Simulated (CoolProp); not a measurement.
Vapour-liquid equilibrium of diethyl ether (1) + n-hexane (2) at 125.95 °C; x and y are mole fractions of (1).

Computed with CoolProp (multi-fluid Helmholtz-energy mixture model, Thol 2014 and Thol 2019; pair parameters Bell 2016).

```tsv
x	bubble pressure, mixture model (MPa)	bubble pressure, Raoult's law (MPa)	y, mixture model	y, Raoult's law
0.05	___	0.4911	___	0.116
0.2	0.6082	0.5930	0.362	0.383
0.35	0.7098	0.6949	___	0.572
0.5	0.8071	0.7968	0.668	0.713
0.65	___	0.8987	___	0.822
0.8	1.001	1.001	0.881	0.909
0.95	1.102	1.103	___	0.979
```

Q: Fill in the missing entries.

A: 
- 0.05, bubble pressure, mixture model (MPa): 0.4973
- 0.05, y, mixture model: 0.114
- 0.35, y, mixture model: 0.534
- 0.65, bubble pressure, mixture model (MPa): 0.9036
- 0.65, y, mixture model: 0.781
- 0.95, y, mixture model: 0.972

The largest gap from Raoult's law is +2.6 % in bubble pressure, at x = 0.2. No azeotrope shows between x = 0.05 and 0.95.

The pair parameters rest on a limited set of measurements; away from them the model extrapolates.
